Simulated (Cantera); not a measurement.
An adiabatic, constant-volume homogeneous reactor starts with C3H8 : O2 : N2 : H2O = 1 : 7.04 : 26.5 : 4.7 (molar parts), equivalence ratio 0.71, at 1475 K and 11300 Torr.

Model: GRI-Mech 3.0 (53 species, 325 reactions), integrated in Cantera. GRI-Mech 3.0 was tuned for natural gas; its chemistry of propane as a main component is partial and can be far from experiment. The pressure lies above the range GRI-Mech 3.0 was tuned for (to about 10 atm).

Q: Predict: time of steepest temperature rise; temperature at 0.300 s; equilibrium temperature; x(O2) at 0.300 s; x(H2O) at 0.300 s; x(OH) at 0.300 s; x(O) at 0.300 s.

A: 
```
Item                                                                Result
---------------------------------  ---------------------------------------
time of steepest temperature rise                                  20.9 µs
temperature at 0.300 s                                              2795 K
equilibrium temperature                                             2795 K
x(O2) at 0.300 s                     0.0444 (gas-phase equilibrium 0.0444)
x(H2O) at 0.300 s                      0.203 (gas-phase equilibrium 0.203)
x(OH) at 0.300 s                     0.0137 (gas-phase equilibrium 0.0137)
x(O) at 0.300 s                    0.00208 (gas-phase equilibrium 0.00208)
```
